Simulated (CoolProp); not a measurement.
The numbers come from the reference Helmholtz-energy equation of state, Lemmon 2006 in CoolProp. It is a short technical equation, of lower accuracy than the large ones.

### Question
Give the vapour pressure (MPa), vapour density (kg/m³), liquid cp (kJ/(kg K)), surface tension (mN/m) of saturated isohexane at 256.6 K.

### Answer
| T (K) | p (MPa) | vapour density (kg/m³) | liquid cp (kJ/(kg K)) | surface tension (mN/m) |
|---|---|---|---|---|
| 256.6 | 0.00361 | 0.147 | 2.05 | 21.1 |

Surface tension comes from a separate correlation (Mulero 2012).
